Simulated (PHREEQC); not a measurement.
Make-up at 63 °C: 0.0018 mol (NH4)2HPO4, 0.047 mol KOH and 0.14 mol NaCl per kg of water. Closed to the air; pH follows from the charge balance.

Computed with PHREEQC (ion-association model, wateq4f.dat).

Precipitation was switched off in this run.

Problem. What pH, activity of water does the model give?

Solution. pH 11.44; activity of water 0.994.

Problem. In which forms is P present?

Solution. PO4-3 52 %, HPO4-2 44 %, NaHPO4- 3.3 %, KHPO4- 1.1 % of the P.

H3PO4, which wateq4f.dat lacks, is added to it with the constant of phreeqc.dat. Away from 25 °C the constants follow the database's enthalpies or fits; those with neither stay at their 25 °C values.
